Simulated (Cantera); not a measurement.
Charge: 1 mol Ta₂O₅, 640 mol H₂, held at 1948.15 K and 100000 Pa.

Cantera equilibrium calculation (NASA polynomials, part measured and part estimated; ideal gas, pure solids and liquids). Candidate condensed phases: H₂O, Ta, Ta₂O₅; 12 gas species. Mutual solubility and eutectic melting of coexisting phases are not modelled. Condensed phases not in the tables: N, O or C dissolved in the metal. Equilibrium is a limit: real reactors are often held back by kinetics, nucleation or transport.

Base state: H₂ 0.997, H₂O 0.00145, H 0.00113 (mole fractions); condensed: Ta(s) + Ta₂O₅(s).

### Question
What changes in the equilibrium state with this change: pressure from 100000 Pa to 61000 Pa?

### Answer
```csv
species,before,after
H₂,0.997,0.997
H,0.00113,0.00145
H₂O,0.00145,0.00145
"Ta(s), mol",0.370,0.370
"Ta₂O₅(s), mol",0.815,0.815
```
